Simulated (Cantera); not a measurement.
A Cantera script and its output.

```python
import numpy as np
import cantera as ct

gas = ct.Solution("gri30.yaml")
gas.TPX = 1200, 71000, {'CH4': 1, 'H2': 0.17, 'O2': 1.36, 'N2': 5.11}
reactor = ct.IdealGasConstPressureReactor(gas, energy="on", clone=False)
net = ct.ReactorNet([reactor])
net.rtol, net.atol = 1e-08, 1e-16
show = ['CH4', 'H2', 'O2', 'CH2', 'NO2']
times = np.geomspace(8e-06, 3, 14)

steps = ct.SolutionArray(gas, extra=["t"])
rows = []
print(f"{'t/s':>10s}{'T/K':>9s}{'P/Pa':>11s}" + "".join(f"{s:>11s}" for s in show))
for t in times:
    while net.time < t:
        t_next = net.step()
        steps.append(gas.state, t=t_next)
    rows.append([np.interp(t, steps.t, y) for y in (steps.T, steps.P, *steps(*show).X.T)])
    print(f"{t:10.3e}{rows[-1][0]:9.1f}{rows[-1][1]:11.4g}" + "".join(f"{x:11.3e}" for x in rows[-1][2:]))
rate = np.gradient(steps.T, steps.t)
print("integrator steps:", len(steps.t))
if steps.T.max() > steps.T[0] + 200:
    print(f"time of steepest temperature rise: {steps.t[rate.argmax()]:.4e} s")
gas.TPX = 1200, 71000, {'CH4': 1, 'H2': 0.17, 'O2': 1.36, 'N2': 5.11}
gas.equilibrate("HP")
print(f"equilibrium (HP): T = {gas.T:.1f} K  " + "  ".join(f"{s} {gas[s].X[0]:.3e}" for s in show))
```

Output:

```
       t/s      T/K       P/Pa        CH4         H2         O2        CH2        NO2
 8.000e-06   1200.0    7.1e+04  1.309e-01  2.225e-02  1.780e-01  4.434e-18  1.638e-27
 2.147e-05   1200.0    7.1e+04  1.309e-01  2.225e-02  1.780e-01  1.966e-17  5.291e-26
 5.763e-05   1200.0    7.1e+04  1.309e-01  2.225e-02  1.780e-01  1.184e-16  1.638e-24
 1.547e-04   1200.0    7.1e+04  1.309e-01  2.225e-02  1.780e-01  1.113e-15  6.142e-23
 4.151e-04   1200.0    7.1e+04  1.309e-01  2.225e-02  1.780e-01  2.484e-14  3.624e-21
 1.114e-03   1200.0    7.1e+04  1.309e-01  2.224e-02  1.780e-01  4.019e-12  8.678e-19
 2.990e-03   1202.1    7.1e+04  1.305e-01  2.213e-02  1.778e-01  6.686e-11  6.333e-16
 8.026e-03   1213.1    7.1e+04  1.285e-01  2.184e-02  1.765e-01  1.479e-10  2.581e-14
 2.154e-02   2529.3    7.1e+04  4.080e-13  8.225e-02  2.878e-04  1.801e-13  9.503e-09
 5.781e-02   2526.9    7.1e+04  4.199e-13  8.255e-02  2.784e-04  1.810e-13  2.042e-08
 1.552e-01   2526.9    7.1e+04  4.200e-13  8.255e-02  2.783e-04  1.810e-13  2.053e-08
 4.165e-01   2526.9    7.1e+04  4.200e-13  8.255e-02  2.783e-04  1.810e-13  2.053e-08
 1.118e+00   2526.9    7.1e+04  4.200e-13  8.255e-02  2.783e-04  1.810e-13  2.053e-08
 3.000e+00   2526.9    7.1e+04  4.200e-13  8.255e-02  2.783e-04  1.810e-13  2.053e-08
integrator steps: 2240
time of steepest temperature rise: 1.7060e-02 s
equilibrium (HP): T = 2526.9 K  CH4 4.832e-13  H2 8.255e-02  O2 2.783e-04  CH2 1.938e-13  NO2 2.053e-08
```

Model: GRI-Mech 3.0 (53 species, 325 reactions), integrated in Cantera.
